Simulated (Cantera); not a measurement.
A freely propagating, adiabatic, planar premixed flame of CH₄ : O₂ : N₂ = 1 : 2 : 7.52 (molar parts), equivalence ratio 1.0, unburnt at 400 K and 820000 Pa; mixture-averaged transport, grid criteria slope 0.08 and curve 0.16, no radiation.

Cantera simulation using GRI-Mech 3.0 (53 species, 325 reactions); the numbers are that mechanism's predictions, not measurements. Burning velocities carry a grid error of a few per cent, more on coarse grids.

Question: What does this change do: N2 7.52 to 5.9 parts?

Answer: 
| quantity | before | after |
|---|---|---|
| laminar burning velocity | 25.5 cm/s | 45.0 cm/s |
| thermal thickness | 0.0991 mm | 0.0634 mm |
| peak x(CH₃) | 0.00135 | 0.00236 |

Question: What does this change do: CH4 1 to 0.75 parts?

Answer: 
```tsv
quantity	before	after
laminar burning velocity	25.5 cm/s	14.8 cm/s
thermal thickness	0.0991 mm	0.142 mm
peak x(CH₃)	0.00135	0.000547
```

Question: What does this change do: 0.064 parts H2 added?

Answer: 
```json
[
 {"quantity": "laminar burning velocity", "before": "25.5 cm/s", "after": "26.8 cm/s"},
 {"quantity": "thermal thickness", "before": "0.0991 mm", "after": "0.0960 mm"},
 {"quantity": "peak x(CH₃)", "before": "0.00135", "after": "0.00140"}
]
```
